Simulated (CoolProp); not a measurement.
Vapour-liquid equilibrium of R1234yf (1) + R134a (2) at 0.000902 MPa; x and y are mole fractions of (1).

The numbers come from the multi-fluid Helmholtz-energy mixture model, Lemmon 2022 and Tillner-Roth 1994; pair parameters Bell 2022 in CoolProp.

Problem. Give the bubble temperature and the first vapour's composition at x = 0.125, 0.275, 0.5. Is there an azeotrope?

Solution. x = 0.125: 176.1 K, y = 0.257; x = 0.275: 174.8 K, y = 0.443; x = 0.5: 173.6 K, y = 0.629. No azeotrope shows between x = 0.05 and 0.95.

Pair parameters are fitted to limited data, so mixtures are less certain than the pure fluids.
